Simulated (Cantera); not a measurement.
# Ignition delay

Mixture: 11.9 % CO, 2.63 % H2, 1.31 % CH4, 17.7 % O2, 66.5 % N2, equivalence ratio 0.56, at 0.340 bar, adiabatic and at constant volume. Ignition delay is the time to a rise of 400 K.

Computed with Cantera and GRI-Mech 3.0 (53 species, 325 reactions). Below about 1000 K GRI-Mech 3.0 lacks low-temperature oxidation paths. Below about 950 K walls govern HO2 and H2O2 in real vessels. Where the delays flatten at high temperature, the 400 K rule measures the pace of heat release, not the induction time.

```csv
T0 (K),delay (ms)
898,13.8
948,4.29
998,1.95
1048,1.13
1098,0.758
1148,0.553
1198,0.428
1248,0.346
```
